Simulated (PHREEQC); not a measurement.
Make-up at 13 °C and 10 atm: 8.2e-05 mol/kgw Ca(HCO3)2 and 0.00011 mol/kgw Na2CO3. Closed to the air; pH follows from the charge balance.

Model: ion-association model, phreeqc.dat, run in PHREEQC.

- pH = 9.95
- ionic strength = 0.000516 mol/kgw
- total alkalinity = 0.384 meq/kg

```tsv
species	molality	activity	log γ
Na+	0.000220	0.000214	-0.011
HCO3-	0.000199	0.000194	-0.011
Ca+2	7.58e-5	6.86e-5	-0.044
CO3-2	6.86e-5	6.20e-5	-0.044
OH-	3.53e-5	3.44e-5	-0.011
CaCO3	5.93e-6	5.93e-6	0.000
CaHCO3+	1.37e-7	1.34e-7	-0.011
NaCO3-	1.35e-7	1.31e-7	-0.011
CaOH+	1.04e-7	1.02e-7	-0.011
CO2	5.87e-8	5.87e-8	0.000
NaHCO3	2.53e-8	2.53e-8	0.000
```

No solid was allowed to form. Complexes and solids missing from the database can't appear. At this temperature some constants are extrapolated from 25 °C, and those without enthalpy data are left unchanged.
